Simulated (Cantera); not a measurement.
A closed system holds: 1 mol SiHCl3, 0.76 mol NH3, 87 mol N2, equilibrated at 8.50e-5 bar.

These are equilibrium values from Cantera (NASA tables, ideal gas, pure condensed phases), not measurements of a reactor. Candidate condensed phases: NH4Cl, Si, Si3N4; 28 gas species. Rates play no part.

Which condensed phases are stable at each of these points (T (°C)): 1052, 1077, 1102, 1127, 1152, 1177, 1202?


```csv
T (°C),condensed phases,Si condensed (%)
1052,Si3N4(s),39.7
1077,Si3N4(s),31.2
1102,Si3N4(s),23.0
1127,Si3N4(s),15.1
1152,Si3N4(s),7.8
1177,Si3N4(s),1.0
1202,gas only,0.0
```

From 1052 °C to 1177 °C the condensed part is Si3N4(s). At 1202 °C nothing is condensed.
